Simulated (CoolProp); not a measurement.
n-butane at several states: Z from the reference equation and from simpler models built on Tc = 425.1 K, pc = 37.96 bar, ω = 0.201; each cubic takes its own stable root.

Model: reference Helmholtz-energy equation of state, Bücker 2006, in CoolProp.

```csv
T (K),p (bar),phase,reference
434.2,8.51,gas,0.9259
225.3,1.43,liquid,0.006829
327.8,17.2,liquid,0.06802
150.2,0.411,liquid,0.002654
380.7,0.262,gas,0.9966
206.6,61.4,liquid,0.3092
```

Q: How far does each simpler model (Soave-Redlich-Kwong, Peng-Robinson) lie from the reference over these 6 states: mean and median of the absolute difference, and the worst?

A: 
- Soave-Redlich-Kwong: mean 5.5 %, median 7.4 %, worst +9.5 % at 150.2 K and 0.411 bar
- Peng-Robinson: mean 2.7 %, median 3.2 %, worst -4.8 % at 225.3 K and 1.43 bar
